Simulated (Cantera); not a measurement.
A Cantera script and its output.

```python
import numpy as np
import cantera as ct

gas = ct.Solution("gri30.yaml")
gas.TPX = 650, 500000, {'CO': 1, 'H2': 0.92, 'O2': 0.873, 'N2': 3.28}
flame = ct.FreeFlame(gas, width=0.013)
flame.set_refine_criteria(ratio=3, slope=0.08, curve=0.16)
flame.transport_model = "mixture-averaged"
flame.solve(loglevel=0, auto=True)
z, T = flame.grid, flame.T
thick = (T[-1] - T[0]) / np.gradient(T, z).max()
show = ['CO', 'H2', 'O2', 'NO', 'HO2', 'H2O2']
print(f"laminar burning velocity  {flame.velocity[0] * 100:.3f} cm/s")
print(f"burnt temperature         {T[-1]:.1f} K")
print(f"thermal thickness         {thick * 1e3:.4f} mm")
print(f"grid points               {len(z)}")
z0 = z[flame.heat_release_rate.argmax()]
print(f"{'z/mm':>9s}{'T/K':>9s}{'u/(m/s)':>9s}" + "".join(f"{s:>11s}" for s in show))
rows = []
for k in (-3, -2, -1.5, -1, -0.5, -0.25, 0, 0.25, 0.5, 1, 2, 4, 8):
    zz = z0 + k * thick
    rows.append([k * thick, np.interp(zz, z, T), np.interp(zz, z, flame.velocity),
                 *(np.interp(zz, z, flame.X[gas.species_index(s)]) for s in show)])
    print(f"{rows[-1][0] * 1e3:9.3f}{rows[-1][1]:9.1f}{rows[-1][2]:9.3f}" + "".join(f"{x:11.3e}" for x in rows[-1][3:]))
```

It prints:

```
laminar burning velocity  409.278 cm/s
burnt temperature         2618.9 K
thermal thickness         0.0786 mm
grid points               120
     z/mm      T/K  u/(m/s)         CO         H2         O2         NO        HO2       H2O2
   -0.236    650.0    4.093  1.647e-01  1.515e-01  1.438e-01  7.639e-16  1.060e-10  4.824e-12
   -0.157    650.0    4.092  1.647e-01  1.513e-01  1.438e-01  7.305e-14  9.217e-09  4.305e-10
   -0.118    650.0    4.091  1.648e-01  1.510e-01  1.438e-01  5.880e-13  7.277e-08  3.440e-09
   -0.079    650.5    4.086  1.651e-01  1.492e-01  1.441e-01  1.893e-11  2.229e-06  1.087e-07
   -0.039    677.8    4.195  1.674e-01  1.349e-01  1.456e-01  3.810e-09  2.717e-04  1.478e-05
   -0.020    912.8    5.513  1.669e-01  1.032e-01  1.386e-01  1.612e-07  6.407e-04  7.188e-05
    0.000   1384.1    8.182  1.532e-01  5.322e-02  1.031e-01  2.191e-06  2.721e-04  1.733e-05
    0.020   1723.0   10.047  1.285e-01  2.279e-02  6.322e-02  8.651e-06  1.176e-04  3.402e-06
    0.039   1912.1   11.016  1.071e-01  1.631e-02  4.500e-02  1.672e-05  6.374e-05  1.825e-06
    0.079   2109.9   11.968  8.423e-02  1.561e-02  3.241e-02  3.055e-05  3.219e-05  1.007e-06
    0.157   2285.7   12.796  7.044e-02  1.415e-02  2.457e-02  5.111e-05  1.659e-05  6.342e-07
    0.315   2427.4   13.451  6.145e-02  1.159e-02  1.883e-02  8.434e-05  8.988e-06  4.539e-07
    0.629   2530.1   13.912  5.359e-02  9.502e-03  1.418e-02  1.433e-04  5.611e-06  3.682e-07
```

Model: GRI-Mech 3.0 (53 species, 325 reactions), integrated in Cantera. The hydrogen kinetics of GRI-Mech 3.0 are dated; newer H2 mechanisms differ, most at raised pressure. Burning velocities carry a grid error of a few per cent, more on coarse grids.
